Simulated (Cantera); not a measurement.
An isothermal, constant-pressure homogeneous reactor starts with CO : O₂ : H₂O : N₂ = 0.002 : 0.026 : 0.0099 : 1 (molar parts), equivalence ratio 0.038, at 1223 K and 5.00 bar.

Detailed kinetics in Cantera: GRI-Mech 3.0 (53 species, 325 reactions).

x: mole fraction; the columns are a selection and need not sum to one.

```json
[
 {"t (s)": "1.00e-6", "x CO": "0.00193", "x O₂": "0.0251", "x H₂O": "0.00954", "x H₂": "<1e-12", "x HO₂": "<1e-12"},
 {"t (s)": "4.35e-6", "x CO": "0.00193", "x O₂": "0.0251", "x H₂O": "0.00954", "x H₂": "<1e-12", "x HO₂": "3.80e-12"},
 {"t (s)": "1.89e-5", "x CO": "0.00193", "x O₂": "0.0251", "x H₂O": "0.00954", "x H₂": "<1e-12", "x HO₂": "2.08e-11"},
 {"t (s)": "8.23e-5", "x CO": "0.00193", "x O₂": "0.0251", "x H₂O": "0.00954", "x H₂": "1.10e-11", "x HO₂": "3.37e-10"},
 {"t (s)": "0.000358", "x CO": "0.00193", "x O₂": "0.0251", "x H₂O": "0.00954", "x H₂": "5.88e-10", "x HO₂": "…"},
 {"t (s)": "0.00156", "x CO": "0.00191", "x O₂": "0.0250", "x H₂O": "0.00953", "x H₂": "5.18e-7", "x HO₂": "…"},
 {"t (s)": "0.00678", "x CO": "0.00123", "x O₂": "0.0247", "x H₂O": "0.00953", "x H₂": "5.02e-6", "x HO₂": "…"},
 {"t (s)": "0.0295", "x CO": "0.000299", "x O₂": "0.0243", "x H₂O": "0.00954", "x H₂": "1.10e-6", "x HO₂": "…"},
 {"t (s)": "0.128", "x CO": "1.22e-5", "x O₂": "0.0241", "x H₂O": "0.00955", "x H₂": "4.42e-8", "x HO₂": "…"},
 {"t (s)": "0.558", "x CO": "5.16e-8", "x O₂": "0.0241", "x H₂O": "0.00955", "x H₂": "9.17e-10", "x HO₂": "…"},
 {"t (s)": "2.43", "x CO": "1.67e-10", "x O₂": "0.0241", "x H₂O": "0.00955", "x H₂": "5.66e-10", "x HO₂": "1.58e-9"},
 {"t (s)": "10.6", "x CO": "1.66e-10", "x O₂": "0.0241", "x H₂O": "0.00955", "x H₂": "5.62e-10", "x HO₂": "1.57e-9"},
 {"t (s)": "46.0", "x CO": "1.66e-10", "x O₂": "0.0241", "x H₂O": "0.00955", "x H₂": "5.62e-10", "x HO₂": "1.57e-9"},
 {"t (s)": "200", "x CO": "1.66e-10", "x O₂": "0.0241", "x H₂O": "0.00955", "x H₂": "5.62e-10", "x HO₂": "1.57e-9"}
]
```

Complete the blanks.


- 0.000358, x HO₂: 1.34e-8
- 0.00156, x HO₂: 3.85e-6
- 0.00678, x HO₂: 4.32e-6
- 0.0295, x HO₂: 1.50e-6
- 0.128, x HO₂: 8.01e-8
- 0.558, x HO₂: 2.09e-9
